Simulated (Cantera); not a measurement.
Diamond growth

A diamond (100) surface in a fixed gas of H2 with x(CH4) = 0.004, x(CH3) = 5.7e-05, at 1148 K, 195 Torr; coverages are run to steady state.

Cantera simulation using the Harris–Goodwin 1993 mechanism for the reconstructed diamond (100) surface; the numbers are that mechanism's predictions, not measurements.

| x(H) | growth (µm/h) | θ c6HH | θ c6H* | θ c6*H | θ c6** | θ c6HM |
|---|---|---|---|---|---|---|
| 0.0001 | 0.846 | 0.597 | 0.0250 | 0.357 | 0.00526 | 0.00933 |
| 0.0002 | 1.83 | 0.542 | 0.0283 | 0.403 | 0.00926 | 0.0105 |
| 0.00038 | 3.34 | 0.510 | 0.0302 | 0.430 | 0.0134 | 0.0104 |
| 0.00075 | 5.54 | 0.491 | 0.0314 | 0.446 | 0.0173 | 0.00901 |
| 0.0015 | 8.05 | 0.481 | 0.0321 | 0.456 | 0.0202 | 0.00668 |
| 0.0029 | 10.2 | 0.477 | 0.0326 | 0.461 | 0.0220 | 0.00442 |
| 0.0057 | 11.8 | 0.475 | 0.0330 | 0.465 | 0.0231 | 0.00262 |
| 0.011 | 12.8 | 0.474 | 0.0334 | 0.466 | 0.0238 | 0.00147 |
| 0.022 | 13.4 | 0.474 | 0.0341 | 0.467 | 0.0242 | 0.000775 |
θ: site fractions in the mechanism's names (c6HH fully hydrogenated, c6H* and c6*H radical sites, c6** diradical, c6HM methylated).
